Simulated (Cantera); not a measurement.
Mixture: 17.1 % H₂, 13.1 % O₂, 49.3 % N₂, 20.5 % H₂O, at 500000 Pa, adiabatic and at constant volume. Ignition delay is the time to a rise of 400 K.

Cantera simulation using the H2/O2 subset of GRI-Mech 3.0, which has no nitrogen chemistry; the numbers are that mechanism's predictions, not measurements. The hydrogen kinetics of GRI-Mech 3.0 are dated; newer H2 mechanisms differ, most at raised pressure.

### Question
At T0 = 1200 K, what is the delay, and which 6 reactions control it most (d ln τ / d ln k, from doubling and halving each rate constant)?

### Answer
The delay is 0.343 ms.
```csv
reaction,d ln τ / d ln k,faster rate
H + O2 <=> O + OH,-1.87,shortens it
H + O2 + H2O <=> HO2 + H2O,1.02,lengthens it
H + H2O2 <=> H2 + HO2,-0.40,shortens it
2 OH (+M) <=> H2O2 (+M),-0.31,shortens it
H + O2 + N2 <=> HO2 + N2,0.17,lengthens it
H + HO2 <=> 2 OH,-0.15,shortens it
```
